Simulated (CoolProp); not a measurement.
Vapour-liquid equilibrium of CH2F2 (R32) (1) + R227EA (2) at 0.545 MPa; x and y are mole fractions of (1).

The numbers come from the multi-fluid Helmholtz-energy mixture model, Tillner-Roth 1997 and Lemmon 2016; pair parameters Bell 2016 in CoolProp.

```
x     bubble temperature (K)  y at the bubble point  dew temperature at overall composition x (K)  liquid density (mol/L)
----  ----------------------  ---------------------  --------------------------------------------  ----------------------
0.05                   299.9                  0.145                                         302.8                   8.363
0.2                    288.3                  0.473                                         298.2                   9.516
0.35                   279.6                  0.667                                         293.0                   10.82
0.5                    273.3                  0.783                                         287.2                   12.34
0.65                   268.8                  0.860                                         280.4                   14.20
0.8                    265.2                  0.921                                         272.3                   16.57
0.95                   262.2                  0.979                                         263.7                   19.74
```

No azeotrope shows between x = 0.05 and 0.95.

Pair parameters are fitted to limited data, so mixtures are less certain than the pure fluids.
